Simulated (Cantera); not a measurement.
A closed system holds: 1 mol Ta2O5, 0.55 mol C, 8.3 mol H2, at 0.0120 bar.

Cantera equilibrium calculation (NASA polynomials, part measured and part estimated; ideal gas, pure solids and liquids). Candidate condensed phases: C, C6H6, C7H8, C8H18, H2O, Ta, TaC, Ta2O5; 113 gas species. Mutual solubility and eutectic melting of coexisting phases are not modelled. TaC: taken at fixed stoichiometry. Condensed phases not in the tables: Ta2C, N, O or C dissolved in the metal. Kinetics and transport are ignored.

x: gas mole fraction; n: condensed amount in mol.

```csv
T (K),x H2,x CO,x H,x H2O,x TaO2,x CO2,n TaC(s),n Ta2O5(s),n Ta(s)
1298,0.954,0.0451,9.56e-6,0.000414,<1e-12,1.12e-5,0.158,0.921,0
1373,0.954,0.0450,___,___,___,1.10e-5,0.158,0.921,0
1448,0.954,0.0450,8.22e-5,0.000550,4.11e-11,1.10e-5,0.159,0.921,0
1523,0.954,0.0450,0.000206,0.000619,5.94e-10,1.09e-5,0.159,0.921,0
1598,0.954,0.0450,0.000475,0.000687,6.64e-9,1.08e-5,0.159,0.921,0
1673,0.953,0.0450,0.00102,0.000753,5.93e-8,1.07e-5,0.159,0.920,0
1748,0.952,0.0449,___,0.000819,___,1.07e-5,0.159,0.920,0
1823,0.950,0.0449,0.00386,0.000881,2.70e-6,1.06e-5,0.159,0.920,0
1898,0.930,0.0619,0.00688,0.00106,1.35e-5,1.68e-5,0,0.888,0.224
1973,0.925,0.0618,0.0118,0.00150,5.44e-5,2.24e-5,0,0.887,0.225
```

Q: Fill in the missing entries.

A: 
- 1748, x H: 0.00204
- 1748, x TaO2: 4.36e-7
- 1373, x H: 2.97e-5
- 1373, x H2O: 0.000482
- 1373, x TaO2: 2.10e-12
